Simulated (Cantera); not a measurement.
An adiabatic, constant-pressure homogeneous reactor starts with CO : H₂ : O₂ : N₂ = 1 : 0.7 : 2.83 : 26.6 (molar parts), at 1823 K and 0.681 atm. Integrator tolerance rtol = 1e-08.

Detailed kinetics in Cantera: GRI-Mech 3.0 (53 species, 325 reactions).

What does this change do: initial temperature 1823 to 1648 K?


| quantity | before | after |
|---|---|---|
| time of steepest temperature rise | 34.7 µs | 49.5 µs |
| temperature at 6.00 s | 2188 K | 2035 K |
| equilibrium temperature | 2188 K | 2035 K |
| x(CO) at 6.00 s | 0.000867 (gas-phase equilibrium 0.000867) | 0.000279 (gas-phase equilibrium 0.000278) |
| x(H₂) at 6.00 s | 0.000114 (gas-phase equilibrium 0.000114) | 4.09e-5 (gas-phase equilibrium 4.08e-5) |
| x(O₂) at 6.00 s | 0.0615 (gas-phase equilibrium 0.0615) | 0.0628 (gas-phase equilibrium 0.0627) |
| x(H₂O) at 6.00 s | 0.0220 (gas-phase equilibrium 0.0220) | 0.0226 (gas-phase equilibrium 0.0226) |
| x(N₂O) at 6.00 s | 3.42e-7 (gas-phase equilibrium 3.42e-7) | 2.38e-7 (gas-phase equilibrium 2.39e-7) |

What does this change do: pressure from 0.681 atm to 0.217 atm?


| quantity | before | after |
|---|---|---|
| time of steepest temperature rise | 34.7 µs | 0.108 ms |
| temperature at 6.00 s | 2188 K | 2177 K |
| equilibrium temperature | 2188 K | 2177 K |
| x(CO) at 6.00 s | 0.000867 (gas-phase equilibrium 0.000867) | 0.00140 (gas-phase equilibrium 0.00140) |
| x(H₂) at 6.00 s | 0.000114 (gas-phase equilibrium 0.000114) | 0.000186 (gas-phase equilibrium 0.000186) |
| x(O₂) at 6.00 s | 0.0615 (gas-phase equilibrium 0.0615) | 0.0615 (gas-phase equilibrium 0.0615) |
| x(H₂O) at 6.00 s | 0.0220 (gas-phase equilibrium 0.0220) | 0.0217 (gas-phase equilibrium 0.0217) |
| x(N₂O) at 6.00 s | 3.42e-7 (gas-phase equilibrium 3.42e-7) | 1.88e-7 (gas-phase equilibrium 1.88e-7) |
